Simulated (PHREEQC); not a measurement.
A solution holds 0.039 mol/kgw FeSO4 and 0.00015 mol/kgw NaH2PO4, at 25 °C. Closed to the air; pH follows from the charge balance.

The numbers come from PHREEQC with the ion-association model, wateq4f.dat.

Problem. The ionic strength comes out as 0.0953 mol/kgw. What activity coefficients do H2PO4-, FeH2PO4+, Na+, H+, SO4-2 get?

Solution. H2PO4- 0.79, FeH2PO4+ 0.79, Na+ 0.79, H+ 0.83, SO4-2 0.38.

This is a speciation only: nothing precipitates in the calculation. Examples of supersaturated solids here: Vivianite. Others may be too. Complexes and solids missing from the database can't appear. H3PO4, which wateq4f.dat lacks, is added to it with the constant of phreeqc.dat.
